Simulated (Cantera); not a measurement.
Charge: 1 mol CH3OH, a varied amount of O2, 1.1 mol H2, held at 2223.15 K and 5.20 bar.

These are equilibrium values from Cantera (NASA tables, ideal gas, pure condensed phases), not measurements of a reactor. Candidate condensed phases: C, C6H6, C7H8, C8H18, H2O; 110 gas species. Kinetics and transport are ignored.

Task: At 0.073 mol O2, list the 6 most abundant gas species with their mole fractions, and the condensed phases.

Result: H2 0.721, CO 0.242, H2O 0.0335, H 0.00239, CO2 0.00209, OH 1.60e-5. Condensed: gas only.
